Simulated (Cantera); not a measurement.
Charge: 1 mol SiC, 0.023 mol Si, 0.49 mol H2, equilibrated at 1927 °C and 10.0 mbar.

These are equilibrium values from Cantera (NASA tables, ideal gas, pure condensed phases), not measurements of a reactor. Candidate condensed phases: C, C6H6, C7H8, C8H18, Si, SiC; 87 gas species. Mutual solubility and eutectic melting of coexisting phases are not modelled. Gases not in the tables: Si2H6 and higher silanes. Rates play no part.

Base state: H2 0.905, H 0.0536, Si 0.0369, Si2C 0.00216, SiH 0.00155, Si2 0.000590, SiH2 0.000270, Si3 0.000115 (mole fractions); condensed: Si(l) + SiC(s).

### Question
What changes in the equilibrium state with this change: 0.019 mol Cl2 added?

### Answer
| species | before | after |
|---|---|---|
| H2 | 0.905 | 0.849 |
| HCl | 0 | 0.0543 |
| H | 0.0536 | 0.0519 |
| Si | 0.0369 | 0.0305 |
| SiCl2 | 0 | 0.00554 |
| Cl | 0 | 0.00242 |
| Si(l), mol | 0.000782 | 0 |
| SiC(s), mol | 0.999 | 0.999 |
The tables' values for SiCl are old estimates; treat these amounts as uncertain.
